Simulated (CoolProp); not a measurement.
Fluoroethane (R161) along the isobar 2130 kPa: fugacity coefficient from the reference equation and from simpler models built on Tc = 375.2 K, pc = 5010 kPa, ω = 0.216; each cubic takes its own stable root.

The numbers come from the reference Helmholtz-energy equation of state, Wu 2012 in CoolProp.

| T (K) | phase | reference |
|---|---|---|
| 374.3 | gas | 0.8522 |
| 380.1 | gas | 0.8596 |
| 385.9 | gas | 0.8665 |
| 391.8 | gas | 0.8731 |
| 397.6 | gas | 0.8791 |
| 403.4 | gas | 0.8848 |
| 409.2 | gas | 0.8901 |
| 415.1 | gas | 0.8952 |
| 420.9 | gas | 0.8998 |
| 426.7 | gas | 0.9043 |
| 432.5 | gas | 0.9084 |
| 438.4 | gas | 0.9124 |
| 444.2 | gas | 0.9162 |
| 450 | gas | 0.9197 |

**Question.** How far does each simpler model (van der Waals, Redlich-Kwong, Soave-Redlich-Kwong) lie from the reference over these 14 states: mean and median of the absolute difference, and the worst?

**Answer.** 
- van der Waals: mean 1.1 %, median 0.9 %, worst +2.5 % at 374.3 K and 2130 kPa
- Redlich-Kwong: mean 0.2 %, median 0.2 %, worst +0.6 % at 374.3 K and 2130 kPa
- Soave-Redlich-Kwong: mean 0.5 %, median 0.5 %, worst +0.6 % at 374.3 K and 2130 kPa
